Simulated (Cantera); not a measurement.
# Hydrocarbon pyrolysis for carbon deposition

A perfectly stirred reactor is fed with 11.0 % C₂H₄, 89.0 % H₂, at 0.435 Torr; it is held at 1473 K, and followed from long to short residence time.

Detailed kinetics in Cantera: GRI-Mech 3.0 (53 species, 325 reactions). GRI-Mech 3.0 was tuned for natural gas; its chemistry of ethylene as a main component is partial and can be far from experiment. GRI-Mech 3.0 stops at C3 and has no aromatics, soot or wall deposition, so with more carbon than oxygen in the feed, carbon stays in small species such as C2H2 where larger ones or solid carbon would form. Radical loss at walls, strong at low pressure, is not modelled.

| τ (s) | x C₂H₄ | x H₂ | x CH₂ | x C₂H | x H | x C₂H₆ |
|---|---|---|---|---|---|---|
| 2.1 | 0.0910 | 0.892 | 4.91e-11 | 1.33e-10 | 4.40e-6 | 2.29e-8 |
| 0.77 | 0.103 | 0.891 | 2.55e-11 | 2.31e-11 | 2.03e-6 | 1.50e-8 |
| 0.29 | 0.107 | 0.890 | 1.02e-11 | 3.32e-12 | 7.82e-7 | 8.51e-9 |
| 0.11 | 0.109 | 0.890 | 3.82e-12 | <1e-12 | 2.92e-7 | 4.38e-9 |
| 0.040 | 0.110 | 0.890 | 1.32e-12 | <1e-12 | 1.05e-7 | 1.90e-9 |
| 0.015 | 0.110 | 0.890 | <1e-12 | <1e-12 | 3.88e-8 | 7.48e-10 |
| 0.0057 | 0.110 | 0.890 | <1e-12 | <1e-12 | 1.45e-8 | 2.69e-10 |
| 0.0021 | 0.110 | 0.890 | <1e-12 | <1e-12 | 5.19e-9 | 8.15e-11 |
| 0.00079 | 0.110 | 0.890 | <1e-12 | <1e-12 | 1.85e-9 | 2.06e-11 |
| 0.00030 | 0.110 | 0.890 | <1e-12 | <1e-12 | 6.49e-10 | 4.18e-12 |
x: mole fraction; the columns are a selection and need not sum to one.
